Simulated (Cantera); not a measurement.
**Adiabatic ignition**

An adiabatic, constant-volume homogeneous reactor starts with CH4 : O2 : N2 = 1 : 1.05 : 10.5 (molar parts), at 1750 K and 72000 Pa.

Detailed kinetics in Cantera: GRI-Mech 3.0 (53 species, 325 reactions).

```tsv
t (s)	T (K)	P (bar)	x CH4	x O2	x O	x CH2	x NO
1.00e-6	1750	0.720	0.0797	0.0837	7.73e-8	4.93e-12	<1e-12
3.01e-6	1750	0.720	0.0797	0.0837	1.13e-7	4.40e-11	<1e-12
9.06e-6	1750	0.720	0.0797	0.0837	1.37e-7	2.35e-10	<1e-12
2.73e-5	1750	0.720	0.0796	0.0836	2.20e-7	1.67e-9	1.53e-12
8.20e-5	1749	0.720	0.0792	0.0835	5.73e-7	1.81e-8	9.75e-12
0.000247	1756	0.724	0.0747	0.0815	3.94e-6	5.33e-7	2.10e-10
0.000743	2509	1.11	4.05e-8	2.03e-5	5.26e-5	5.81e-9	0.000315
0.00224	2501	1.11	1.62e-12	2.70e-5	6.99e-5	<1e-12	0.000340
0.00673	2499	1.11	1.49e-12	2.85e-5	7.37e-5	<1e-12	0.000302
0.0203	2500	1.11	1.47e-12	2.86e-5	7.39e-5	<1e-12	0.000271
0.0610	2500	1.11	1.47e-12	2.86e-5	7.39e-5	<1e-12	0.000267
0.183	2500	1.11	1.47e-12	2.86e-5	7.39e-5	<1e-12	0.000267
0.552	2500	1.11	1.47e-12	2.86e-5	7.39e-5	<1e-12	0.000267
1.66	2500	1.11	1.47e-12	2.86e-5	7.39e-5	<1e-12	0.000267
5.00	2500	1.11	1.47e-12	2.86e-5	7.39e-5	<1e-12	0.000267
```
x: mole fraction; the columns are a selection and need not sum to one.

```yaml
time_of_steepest_temperature_rise: 0.435 ms
temperature at 5.00 s: 2500 K
equilibrium_temperature: 2500 K
x(CH4) at 5.00 s: 1.47e-12 (gas-phase equilibrium 1.65e-12)
x(O2) at 5.00 s: 2.86e-5 (gas-phase equilibrium 2.86e-5)
x(O) at 5.00 s: 7.39e-5 (gas-phase equilibrium 7.39e-5)
```
